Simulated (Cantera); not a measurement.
Charge: 1 mol SiHCl₃, 51 mol N₂, 0.2 mol H₂, 5.9 mol NH₃, equilibrated at 0.0290 bar.

These are equilibrium values from Cantera (NASA tables, ideal gas, pure condensed phases), not measurements of a reactor. Candidate condensed phases: NH₄Cl, Si, Si₃N₄; 28 gas species. The tables' values for SiCl, SiCl₃, SiN are old estimates; treat these amounts as uncertain. Gases not in the tables: Si₂H₆ and higher silanes. Kinetics and transport are ignored.

x: gas mole fraction; n: condensed amount in mol.

```csv
T (°C),x N₂,x H₂,x HCl,x SiCl₂,x H,x Si,x SiCl,n Si₃N₄(s),n Si(l)
1125,0.828,0.125,0.0461,0.000187,9.84e-6,(withheld),4.12e-9,0.329,0
1175,0.828,0.126,0.0457,0.000397,1.92e-5,(withheld),1.98e-8,0.324,0
1225,0.828,0.126,0.0449,0.000785,3.58e-5,(withheld),8.47e-8,0.315,0
1275,0.828,0.127,0.0435,0.00144,6.43e-5,(withheld),3.24e-7,0.301,0
1325,0.829,0.127,0.0414,0.00243,0.000112,(withheld),1.12e-6,0.279,0
1375,0.829,0.129,0.0387,0.00378,0.000188,(withheld),3.46e-6,0.250,0
1425,0.829,0.130,0.0353,0.00542,0.000306,(withheld),9.78e-6,0.215,0
1475,0.829,0.132,0.0316,0.00723,0.000487,(withheld),2.53e-5,0.175,0
1525,0.829,0.133,0.0279,0.00905,0.000754,(withheld),6.07e-5,0.134,0
1575,0.829,0.134,0.0242,0.0108,0.00114,(withheld),0.000136,0.0910,0
1625,0.829,0.134,0.0234,0.0111,0.00168,(withheld),0.000230,0,0.227
1675,0.828,0.133,0.0237,0.0108,0.00242,(withheld),0.000341,0,0.208
```

Question: What belongs in the gaps?

Answer: 
- 1125, x Si: 1.00e-10
- 1175, x Si: 7.82e-10
- 1225, x Si: 5.30e-9
- 1275, x Si: 3.17e-8
- 1325, x Si: 1.69e-7
- 1375, x Si: 8.15e-7
- 1425, x Si: 3.57e-6
- 1475, x Si: 1.43e-5
- 1525, x Si: 5.33e-5
- 1575, x Si: 0.000184
- 1625, x Si: 0.000424
- 1675, x Si: 0.000801
